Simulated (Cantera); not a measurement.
Input: 1 mol SiH2Cl2, 20 mol N2, at 12000 Pa.

Cantera equilibrium calculation (NASA polynomials, part measured and part estimated; ideal gas, pure solids and liquids). Candidate condensed phases: NH4Cl, Si, Si3N4; 28 gas species. N2 is the only nitrogen source here; it is nearly inert below about 1500 K, so the nitride shown seldom forms there in practice. Kinetics and transport are ignored.

Over these rows the condensed part is Si3N4(s). Partial pressures as log10 of bar:

| T (K) | 1000/T (1/K) | log p SiCl2 | log p N2 | log p HCl | log p H2 |
|---|---|---|---|---|---|
| 975 | 1.0256 | -8.26 | -0.96 | -2.14 | -2.70 |
| 1075 | 0.9302 | ? | -0.96 | -2.12 | -2.73 |
| 1175 | 0.8511 | -5.72 | -0.96 | -2.11 | -2.76 |
| 1275 | 0.7843 | -4.77 | -0.96 | -2.10 | -2.78 |
| 1375 | 0.7273 | -3.98 | -0.96 | -2.10 | -2.78 |
| 1475 | 0.6780 | -3.35 | -0.96 | -2.11 | -2.76 |

Fit log p(SiCl2) = a + b·(1000/T) to the five rows, give the apparent enthalpy, and predict the row at 1075 K.

Means: 1000/T = 0.8133, log p = -5.216. Sxy = -1.036992, Sxx = 0.0730432, so b = -14.20 and a = -5.216 − (-14.20)×0.8133 = 6.33.
Apparent enthalpy: −19.145 × (-14.20) = 272 kJ/mol. With the condensed phases at unit activity, 1/3 Si3N4(s) + 2 HCl(g) = SiCl2(g) + 2/3 N2(g) + H2(g) links this pressure to the main gases: over the six rows their terms move log p by +0.12 in all, so the slope is close to that reaction's ΔH°. The five rows lie within 0.05 of the line.
Prediction at 1075 K: 6.33 + (-14.20)×0.9302 = -6.88. The computed value is -6.87, 0.01 from the line.
